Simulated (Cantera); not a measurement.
A perfectly stirred reactor is fed with C2H4 : H2 = 1 : 8.1 (molar parts), at 100000 Pa; it is held at 1473 K, and followed from long to short residence time.

Detailed kinetics in Cantera: GRI-Mech 3.0 (53 species, 325 reactions). GRI-Mech 3.0 was tuned for natural gas; its chemistry of ethylene as a main component is partial and can be far from experiment. GRI-Mech 3.0 stops at C3 and has no aromatics, soot or wall deposition, so with more carbon than oxygen in the feed, carbon stays in small species such as C2H2 where larger ones or solid carbon would form.

Q: What does this change do: pressure from 100000 Pa to 2670 Pa?

A: 
```json
[
 {"quantity": "x(C2H4) at τ = 2.10 s", "before": "0.0138", "after": "0.00836"},
 {"quantity": "x(H2) at τ = 2.10 s", "before": "0.835", "after": "0.900"},
 {"quantity": "x(CH2) at τ = 2.10 s", "before": "5.28e-10", "after": "4.13e-11"},
 {"quantity": "x(C2H) at τ = 2.10 s", "before": "1.19e-9", "after": "5.25e-9"},
 {"quantity": "x(H) at τ = 2.10 s", "before": "1.45e-5", "after": "3.26e-5"},
 {"quantity": "x(C2H4) at τ = 15.0 ms", "before": "0.0431", "after": "0.107"},
 {"quantity": "x(H2) at τ = 15.0 ms", "before": "0.888", "after": "0.890"},
 {"quantity": "x(CH2) at τ = 15.0 ms", "before": "7.79e-10", "after": "3.57e-11"},
 {"quantity": "x(C2H) at τ = 15.0 ms", "before": "4.19e-9", "after": "1.28e-11"},
 {"quantity": "x(H) at τ = 15.0 ms", "before": "4.32e-5", "after": "2.72e-6"}
]
```
Radical loss at walls, strong at low pressure, is not modelled.
